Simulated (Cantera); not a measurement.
Mixture: 12.2 % CH4, 0.844 % C2H6, 18.2 % O2, 68.7 % N2, equivalence ratio 1.5, at 7500 Torr, adiabatic and at constant volume. Ignition delay is the time to a rise of 400 K.

Detailed kinetics in Cantera: GRI-Mech 3.0 (53 species, 325 reactions).

Predict: delay at 1150 K; delay at 1350 K; delay at 1550 K; delay at 1750 K; apparent activation energy between 1650 and 1850 K.


| Item | Value |
|---|---|
| delay at 1150 K | 2.27 ms |
| delay at 1350 K | 0.302 ms |
| delay at 1550 K | 49.1 µs |
| delay at 1750 K | 10.2 µs |
| apparent activation energy between 1650 and 1850 K | 180 kJ/mol |
